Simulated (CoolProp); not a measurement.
Vapour-liquid equilibrium of benzene (1) + ethanol (2) at 336.5 K; x and y are mole fractions of (1).

Values from CoolProp's multi-fluid Helmholtz-energy mixture model, Thol 2012 and Schroeder 2014; pair parameters Bell 2016.

| x | bubble pressure (bar) | y at the bubble point | dew pressure at overall composition x (bar) | liquid density (mol/L) |
|---|---|---|---|---|
| 0.05 | 0.6118 | 0.155 | 0.5627 | 15.84 |
| 0.15 | 0.7277 | 0.354 | 0.6091 | 15.00 |
| 0.25 | 0.8012 | 0.460 | 0.6631 | 14.23 |
| 0.35 | 0.8379 | 0.516 | 0.7253 | 13.54 |
| 0.45 | 0.8516 | 0.545 | 0.7944 | 12.93 |
| 0.55 | 0.8547 | 0.560 | 0.8532 | 12.38 |
| 0.65 | 0.8530 | 0.574 | 0.8082 | 11.90 |
| 0.75 | 0.8425 | 0.598 | 0.7363 | 11.48 |
| 0.85 | 0.8046 | 0.655 | 0.6703 | 11.11 |
| 0.95 | 0.6952 | 0.811 | 0.6130 | 10.79 |

y crosses x between x = 0.55 and 0.65: the model has an azeotrope there.

Pair parameters are fitted to limited data, so mixtures are less certain than the pure fluids. With so large a gap from Raoult's law the liquid may split in two, which this calculation doesn't test in full.
